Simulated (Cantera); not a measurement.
A perfectly stirred reactor is fed with 18.0 % H₂, 81.7 % O₂, 0.302 % N₂, at 0.0132 atm; it is held at 1398 K, and followed from long to short residence time.

Detailed kinetics in Cantera: GRI-Mech 3.0 (53 species, 325 reactions). Radical loss at walls, strong at low pressure, is not modelled. The temperature is held fixed by assumption; the heat of reaction is taken as removed at once.

x: mole fraction; the columns are a selection and need not sum to one.

```json
[
 {"τ (s)": "7.4", "x H₂": "0.000190", "x O₂": "0.797", "x OH": "0.00245", "x H": "0.000107", "x HO₂": "1.08e-6", "x H₂O₂": "[?]"},
 {"τ (s)": "2.3", "x H₂": "0.000410", "x O₂": "0.795", "x OH": "0.00362", "x H": "0.000344", "x HO₂": "1.85e-6", "x H₂O₂": "[?]"},
 {"τ (s)": "0.69", "x H₂": "0.000893", "x O₂": "0.790", "x OH": "0.00535", "x H": "0.00113", "x HO₂": "2.91e-6", "x H₂O₂": "[?]"},
 {"τ (s)": "0.21", "x H₂": "0.00187", "x O₂": "0.782", "x OH": "0.00773", "x H": "0.00350", "x HO₂": "4.05e-6", "x H₂O₂": "[?]"},
 {"τ (s)": "0.065", "x H₂": "0.00362", "x O₂": "0.765", "x OH": "0.0107", "x H": "0.00978", "x HO₂": "4.93e-6", "x H₂O₂": "1.86e-7"},
 {"τ (s)": "0.020", "x H₂": "0.00620", "x O₂": "0.741", "x OH": "0.0136", "x H": "0.0224", "x HO₂": "5.29e-6", "x H₂O₂": "2.02e-7"},
 {"τ (s)": "0.0062", "x H₂": "0.00913", "x O₂": "0.719", "x OH": "0.0157", "x H": "0.0368", "x HO₂": "5.23e-6", "x H₂O₂": "2.03e-7"},
 {"τ (s)": "0.0019", "x H₂": "0.0136", "x O₂": "0.710", "x OH": "0.0173", "x H": "0.0458", "x HO₂": "5.11e-6", "x H₂O₂": "2.11e-7"}
]
```

Fill in the missing entries.


- 7.4, x H₂O₂: 5.39e-8
- 2.3, x H₂O₂: 7.96e-8
- 0.69, x H₂O₂: 1.14e-7
- 0.21, x H₂O₂: 1.53e-7
